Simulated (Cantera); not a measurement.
Feed: 1 mol PbO, 0.015 mol O2, 3.6 mol N2, equilibrated at 1330 Pa.

These are equilibrium values from Cantera (NASA tables, ideal gas, pure condensed phases), not measurements of a reactor. Candidate condensed phases: Pb, PbO, PbO2, Pb3O4; 12 gas species. Kinetics and transport are ignored.

x: gas mole fraction; n: condensed amount in mol.

```tsv
T (K)	x N2	x PbO	x O2	x Pb	x NO	n PbO(red)	n PbO(yellow)	n PbO(l)
548	0.996	<1e-12	0.00415	<1e-12	___	1.00	0	0
598	0.996	<1e-12	0.00415	<1e-12	___	1.00	0	0
648	0.996	<1e-12	0.00415	<1e-12	___	1.00	0	0
698	0.996	1.08e-11	0.00415	<1e-12	___	1.00	0	0
748	0.996	2.79e-10	0.00415	<1e-12	___	1.00	0	0
798	0.996	4.72e-9	0.00415	<1e-12	___	0	1.00	0
848	0.996	5.69e-8	0.00415	1.60e-11	___	0	1.00	0
898	0.996	5.15e-7	0.00415	3.92e-10	___	0	1.000	0
948	0.996	3.67e-6	0.00415	6.80e-9	___	0	1.000	0
998	0.996	2.14e-5	0.00415	8.80e-8	___	0	1.000	0
1048	0.996	0.000105	0.00415	8.87e-7	___	0	1.000	0
1098	0.995	0.000440	0.00414	7.21e-6	___	0	0.998	0
1148	0.994	0.00162	0.00416	4.85e-5	___	0	0.994	0
1198	0.991	0.00491	0.00424	0.000252	___	0	0	0.981
```

**Question.** Fill in the missing entries.

**Answer.** 
- 548, x NO: 5.72e-10
- 598, x NO: 3.06e-9
- 648, x NO: 1.26e-8
- 698, x NO: 4.25e-8
- 748, x NO: 1.22e-7
- 798, x NO: 3.06e-7
- 848, x NO: 6.89e-7
- 898, x NO: 1.42e-6
- 948, x NO: 2.70e-6
- 998, x NO: 4.83e-6
- 1048, x NO: 8.17e-6
- 1098, x NO: 1.32e-5
- 1148, x NO: 2.04e-5
- 1198, x NO: 3.07e-5
